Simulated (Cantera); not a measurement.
A Cantera script and what it prints.

```python
import numpy as np
import cantera as ct

gas_names = """
    Fe FeO Fe(OH)2 H HO2 H2 H2O H2O2 O OH O2 O3
""".split()
cond_names = """
    Fe(a) Fe(c) Fe(d) Fe(L) FeO(s) FeO(L) Fe(OH)2(s) Fe(OH)3(s) Fe2O3(s) Fe3O4(s) H2O(s) H2O(L)
""".split()


# ... load() reads the species with a 1 bar reference pressure and builds the phases ...
atoms = {
    'Fe2O3': {'Fe': 2, 'O': 3},
    'H2O': {'H': 2, 'O': 1},
}
top_T = {'Fe2O3(s)': 1830, 'Fe3O4(s)': 1870}  # K; cautious upper limits of use, not melting points


# ... equilibrate(T, P, feed) seeds the gas with the atoms and calls Mixture.equilibrate('TP', solver="vcs", rtol=1e-11, max_steps=5000) ...
results = []
feed = {'Fe2O3': 1, 'H2O': 0.038}  # mol
T = 1548  # K
P = 2300  # Pa
mix = equilibrate(T, P, feed)
results.append((T, P, feed, dict(zip(mix.species_names, mix.species_moles))))
x = sorted(zip(gas.X, gas.species_names), reverse=True)
print(f"T = {T:g} K  P = {P:g} Pa  gas = {mix.phase_moles(0):.4g} mol")
print("   x: " + "  ".join(f"{s} {v:.3e}" for v, s in x if v > 0.001))
print("   condensed (mol): " + ("  ".join(f"{mix.phase(i).name} {mix.phase_moles(i):.4g}"
      for i in range(1, mix.n_phases) if mix.phase_moles(i) > 1e-12) or "none"))
```

It prints:

```
T = 1548 K  P = 2300 Pa  gas = 0.144 mol
   x: O2 7.357e-01  H2O 2.635e-01
   condensed (mol): Fe2O3(s) 0.3642  Fe3O4(s) 0.4239
```

These are equilibrium values from Cantera (NASA tables, ideal gas, pure condensed phases), not measurements of a reactor. Mutual solubility and eutectic melting of coexisting phases are not modelled.
